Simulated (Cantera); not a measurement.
An isothermal, constant-pressure homogeneous reactor starts with C₂H₄ : H₂ = 1 : 2.8 (molar parts), at 1600 K and 1.00 bar. Integrator tolerance rtol = 1e-08.

Cantera simulation using GRI-Mech 3.0 (53 species, 325 reactions); the numbers are that mechanism's predictions, not measurements. GRI-Mech 3.0 was tuned for natural gas; its chemistry of ethylene as a main component is partial and can be far from experiment. GRI-Mech 3.0 stops at C3 and has no aromatics, soot or wall deposition, so with more carbon than oxygen in the feed, carbon stays in small species such as C2H2 where larger ones or solid carbon would form.

Q: What does this change do: pressure from 1.00 bar to 35.3 Torr?

A: 
```csv
quantity,before,after
x(C₂H₄) at 1.00 s,0.0140 (gas-phase equilibrium 0.0140),0.000850 (gas-phase equilibrium 0.000844)
x(H₂) at 1.00 s,0.732 (gas-phase equilibrium 0.732),0.791 (gas-phase equilibrium 0.788)
x(H) at 1.00 s,4.69e-5 (gas-phase equilibrium 4.68e-5),0.000226 (gas-phase equilibrium 0.000224)
x(CH₃) at 1.00 s,0.000104 (gas-phase equilibrium 0.000105),3.21e-6 (gas-phase equilibrium 2.66e-5)
x(C₂H) at 1.00 s,3.73e-8 (gas-phase equilibrium 3.73e-8),1.99e-7 (gas-phase equilibrium 1.97e-7)
x(CH₄) at 1.00 s,0.0802 (gas-phase equilibrium 0.0804),0.000552 (gas-phase equilibrium 0.00461)
x(CH₂) at 1.00 s,6.23e-9 (gas-phase equilibrium 6.24e-9),9.53e-10 (gas-phase equilibrium 7.06e-9)
```
Radical loss at walls, strong at low pressure, is not modelled.

Q: What does this change do: pressure from 1.00 bar to 8.25 Torr?

A: 
```tsv
quantity	before	after
x(C₂H₄) at 1.00 s	0.0140 (gas-phase equilibrium 0.0140)	0.000201 (gas-phase equilibrium 0.000199)
x(H₂) at 1.00 s	0.732 (gas-phase equilibrium 0.732)	0.791 (gas-phase equilibrium 0.790)
x(H) at 1.00 s	4.69e-5 (gas-phase equilibrium 4.68e-5)	0.000443 (gas-phase equilibrium 0.000464)
x(CH₃) at 1.00 s	0.000104 (gas-phase equilibrium 0.000105)	7.19e-7 (gas-phase equilibrium 1.30e-5)
x(C₂H) at 1.00 s	3.73e-8 (gas-phase equilibrium 3.73e-8)	3.91e-7 (gas-phase equilibrium 4.10e-7)
x(CH₄) at 1.00 s	0.0802 (gas-phase equilibrium 0.0804)	6.32e-5 (gas-phase equilibrium 0.00109)
x(CH₂) at 1.00 s	6.23e-9 (gas-phase equilibrium 6.24e-9)	4.20e-10 (gas-phase equilibrium 7.09e-9)
```
Radical loss at walls, strong at low pressure, is not modelled.
